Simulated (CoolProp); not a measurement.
The numbers come from the reference Helmholtz-energy equation of state, Akasaka 2023 in CoolProp.

**Question.** Give the vapour pressure (MPa), liquid density (kg/m³), liquid cp (kJ/(kg K)) of saturated R1336mzz(E) at 277.7, 293 K.

**Answer.** 
```json
[
 {"T (K)": "277.7", "p (MPa)": "0.0884", "liquid density (kg/m³)": "1380", "liquid cp (kJ/(kg K))": "1.22"},
 {"T (K)": "293", "p (MPa)": "0.161", "liquid density (kg/m³)": "1340", "liquid cp (kJ/(kg K))": "1.24"}
]
```
